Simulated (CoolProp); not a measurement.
Computed with CoolProp (reference Helmholtz-energy equation of state, Thol 2014).

**Question.** For chloromethane (R40), give the phase and the Z, speed of sound (m/s) at 368.5 K and 8450 kPa.

**Answer.** 
- 368.5 K and 8450 kPa: liquid; Z 0.180, speed of sound 610
